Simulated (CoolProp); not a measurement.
Properties of toluene along the isotherm 613.1 K (Tc = 591.7 K, pc = 4.126 MPa, ω = 0.266).

Values from CoolProp's reference Helmholtz-energy equation of state, Lemmon 2006. It is a short technical equation, of lower accuracy than the large ones.

```tsv
p (MPa)	phase	speed of sound (m/s)	Prandtl number
1.29	gas	216.3	___
2.58	gas	187.6	0.807
3.87	gas	152.1	0.961
5.16	supercritical	109.0	2.64
6.45	supercritical	191.8	2.28
7.74	supercritical	250.9	___
9.03	supercritical	___	2.35
10.3	supercritical	329.5	2.40
11.6	supercritical	___	2.45
12.9	supercritical	___	2.50
14.2	supercritical	412.9	___
15.5	supercritical	435.7	2.58
16.8	supercritical	___	2.62
18.1	supercritical	___	2.65
19.3	supercritical	494.1	2.68
20.6	supercritical	511.9	2.72
```

Problem. Fill in the missing entries.

Solution. 
- 1.29, Prandtl number: 0.744
- 7.74, Prandtl number: 2.29
- 9.03, speed of sound (m/s): 294.4
- 11.6, speed of sound (m/s): 360.5
- 12.9, speed of sound (m/s): 388.0
- 14.2, Prandtl number: 2.54
- 16.8, speed of sound (m/s): 456.9
- 18.1, speed of sound (m/s): 476.8

Viscosity comes from a separate model (Avgeri 2015). Thermal conductivity comes from a separate model (Assael 2012).
